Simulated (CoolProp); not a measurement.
R1234yf along the isotherm 136.85 °C: Z from the reference equation and from simpler models built on Tc = 94.7 °C, pc = 3.384 MPa, ω = 0.276; each cubic takes its own stable root.

Computed with CoolProp (reference Helmholtz-energy equation of state, Lemmon 2022).

```
p (MPa)          phase  reference  Redlich-Kwong  Peng-Robinson
-------  -------------  ---------  -------------  -------------
0.391              gas     0.9719         0.9709         0.9689
0.781              gas     0.9430         0.9410         0.9373
1.17               gas     0.9133         0.9102         0.9052
1.56               gas     0.8825         0.8782         0.8724
1.95               gas     0.8508         0.8449         0.8388
2.34               gas     0.8179         0.8102         0.8046
2.73               gas     0.7838         0.7739         0.7696
3.12               gas     0.7483         0.7358         0.7338
3.51     supercritical     0.7115         0.6956         0.6974
3.91     supercritical     0.6721         0.6522         0.6596
4.3      supercritical     0.6323         0.6080         0.6227
4.69     supercritical     0.5913         0.5634         0.5868
5.08     supercritical     0.5500         0.5217         0.5533
```
